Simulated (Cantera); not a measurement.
Charge: 1 mol Al2O3, 1.1 mol N2, at 10.0 mbar.

Method: chemical equilibrium by Gibbs-energy minimisation in Cantera with the NASA 1993 tables (ideal gas, pure condensed phases). Candidate condensed phases: Al, AlN, Al2O3; 36 gas species. Ions and electrons are included (thermal ionisation). Rates play no part. All values below are at 5000 K.

Base state: O 0.433, Al 0.225, N 0.107, N2 0.105, Al+ 0.0645, e- 0.0645, NO 0.000991, AlO 0.000212 (mole fractions); condensed: gas only.

Question: What changes in the equilibrium state with this change: N2 from 1.1 to 0.04 mol?

Answer: 
| species | before | after |
|---|---|---|
| O | 0.433 | 0.548 |
| Al | 0.225 | 0.292 |
| Al+ | 0.0645 | 0.0735 |
| N2 | 0.105 | 0.00129 |
| N | 0.107 | 0.0119 |
| e- | 0.0645 | 0.0735 |
| NO | 0.000991 | 0.000139 |
| AlO | 0.000212 | 0.000349 |
| O2 | 3.82e-5 | 6.12e-5 |

Question: What changes in the equilibrium state with this change: pressure from 10.0 mbar to 0.133 bar?

Answer: 
```json
[
 {"species": "O", "before": "0.433", "after": "0.467"},
 {"species": "Al", "before": "0.225", "after": "0.293"},
 {"species": "N2", "before": "0.105", "after": "0.155"},
 {"species": "N", "before": "0.107", "after": "0.0357"},
 {"species": "e-", "before": "0.0645", "after": "0.0202"},
 {"species": "Al+", "before": "0.0645", "after": "0.0202"},
 {"species": "Al2O", "before": "3.48e-8", "after": "1.14e-5"},
 {"species": "AlO", "before": "0.000212", "after": "0.00398"},
 {"species": "O2", "before": "3.82e-5", "after": "0.000592"},
 {"species": "NO", "before": "0.000991", "after": "0.00474"},
 {"species": "O-", "before": "4.72e-6", "after": "2.12e-5"}
]
```
